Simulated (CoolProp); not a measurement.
A single-stage vapour-compression cycle with benzene: evaporating at 298.15 K (dew point), condensing at 328.15 K (bubble point), superheat 2 K, subcooling 2 K, compressor efficiency 0.7, no pressure losses. Each further row changes one setting.

The numbers come from the reference Helmholtz-energy equation of state, Thol 2012 in CoolProp.

| case | cooling COP | pressure ratio | discharge temperature (K) | refrigerating effect (kJ/kg) | volumetric capacity (kJ/m³) |
|---|---|---|---|---|---|
| as stated | 6.52 | 3.44 | 352.2 | 386 | 154 |
| evaporating temperature 303.15 K | 8.05 | 2.74 | 347.8 | 391 | ___ |
| condensing temperature 323.15 K | ___ | ___ | 344.5 | 395 | 158 |
| subcooling 7 K | ___ | 3.44 | 352.2 | 395 | 158 |
| superheat 12 K | 6.49 | 3.44 | 362.0 | 397 | 154 |
| compressor efficiency 0.6 | 5.58 | 3.44 | 359.8 | 386 | 154 |

Task: What belongs in the gaps?

Result: 
- evaporating temperature 303.15 K, volumetric capacity (kJ/m³): 193
- condensing temperature 323.15 K, cooling COP: 7.92
- condensing temperature 323.15 K, pressure ratio: 2.85
- subcooling 7 K, cooling COP: 6.67
